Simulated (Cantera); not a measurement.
A closed system holds: 1 mol PbO, 0.039 mol O2, 22 mol N2, at 0.435 Torr.

Method: chemical equilibrium by Gibbs-energy minimisation in Cantera with the NASA 1993 tables (ideal gas, pure condensed phases). Candidate condensed phases: Pb, PbO, PbO2, Pb3O4; 12 gas species. Equilibrium is a limit: real reactors are often held back by kinetics, nucleation or transport.

x: gas mole fraction; n: condensed amount in mol.

```json
[
 {"T (°C)": "327", "x N2": "0.998", "x O2": "0.00177", "x PbO": "<1e-12", "x NO": "2.13e-9", "x Pb": "<1e-12", "n PbO(red)": "1.00", "n PbO(yellow)": "0"},
 {"T (°C)": "352", "x N2": "0.998", "x O2": "0.00177", "x PbO": "<1e-12", "x NO": "4.42e-9", "x Pb": "<1e-12", "n PbO(red)": "1.00", "n PbO(yellow)": "0"},
 {"T (°C)": "377", "x N2": "0.998", "x O2": "0.00177", "x PbO": "6.77e-12", "x NO": "8.70e-9", "x Pb": "<1e-12", "n PbO(red)": "1.00", "n PbO(yellow)": "0"},
 {"T (°C)": "402", "x N2": "0.998", "x O2": "0.00177", "x PbO": "4.72e-11", "x NO": "1.63e-8", "x Pb": "<1e-12", "n PbO(red)": "1.00", "n PbO(yellow)": "0"},
 {"T (°C)": "427", "x N2": "0.998", "x O2": "0.00177", "x PbO": "2.86e-10", "x NO": "2.91e-8", "x Pb": "<1e-12", "n PbO(red)": "1.00", "n PbO(yellow)": "0"},
 {"T (°C)": "452", "x N2": "0.998", "x O2": "0.00177", "x PbO": "1.52e-9", "x NO": "5.00e-8", "x Pb": "<1e-12", "n PbO(red)": "1.00", "n PbO(yellow)": "0"},
 {"T (°C)": "477", "x N2": "0.998", "x O2": "0.00177", "x PbO": "7.23e-9", "x NO": "8.28e-8", "x Pb": "(withheld)", "n PbO(red)": "1.00", "n PbO(yellow)": "0"},
 {"T (°C)": "502", "x N2": "0.998", "x O2": "0.00177", "x PbO": "3.09e-8", "x NO": "1.33e-7", "x Pb": "(withheld)", "n PbO(red)": "0", "n PbO(yellow)": "1.000"},
 {"T (°C)": "527", "x N2": "0.998", "x O2": "0.00177", "x PbO": "1.21e-7", "x NO": "2.07e-7", "x Pb": "(withheld)", "n PbO(red)": "0", "n PbO(yellow)": "1.000"},
 {"T (°C)": "552", "x N2": "0.998", "x O2": "0.00177", "x PbO": "4.33e-7", "x NO": "3.14e-7", "x Pb": "(withheld)", "n PbO(red)": "0", "n PbO(yellow)": "1.000"},
 {"T (°C)": "577", "x N2": "0.998", "x O2": "0.00177", "x PbO": "1.44e-6", "x NO": "4.64e-7", "x Pb": "(withheld)", "n PbO(red)": "0", "n PbO(yellow)": "1.000"},
 {"T (°C)": "602", "x N2": "0.998", "x O2": "0.00177", "x PbO": "4.44e-6", "x NO": "6.72e-7", "x Pb": "(withheld)", "n PbO(red)": "0", "n PbO(yellow)": "1.000"},
 {"T (°C)": "627", "x N2": "0.998", "x O2": "0.00177", "x PbO": "1.29e-5", "x NO": "9.53e-7", "x Pb": "(withheld)", "n PbO(red)": "0", "n PbO(yellow)": "1.000"}
]
```

### Question
Fill in the missing entries.

### Answer

- 477, x Pb: 1.46e-12
- 502, x Pb: 1.20e-11
- 527, x Pb: 8.58e-11
- 552, x Pb: 5.45e-10
- 577, x Pb: 3.10e-9
- 602, x Pb: 1.59e-8
- 627, x Pb: 7.47e-8
